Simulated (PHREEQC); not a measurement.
Make-up at 25 °C: 0.018 mol Na2CO3 and 0.038 mol (CH3)4NCl per kg of water. Closed to the air; pH follows from the charge balance.

The numbers come from PHREEQC with the ion-association model, phreeqc.dat.

The pH comes out as 11.03, the ionic strength is 0.0840 mol/kgw and the total alkalinity comes out as 36.0 meq/kg.

```csv
species,molality,activity,log γ
Cl-,0.0380,0.0296,-0.108
(CH3)4N+,0.0380,0.0297,-0.107
Na+,0.0327,0.0260,-0.100
CO3-2,0.0133,0.00541,-0.390
NaCO3-,0.00331,0.00262,-0.102
OH-,0.00138,0.00107,-0.111
HCO3-,0.00136,0.00109,-0.098
NaHCO3,1.56e-5,1.59e-5,0.008
CO2,2.27e-8,2.32e-8,0.008
```

Precipitation was switched off in this run. (CH3)4N+ isn't in the database: it is added as a free cation with an ion size of 4 Å.
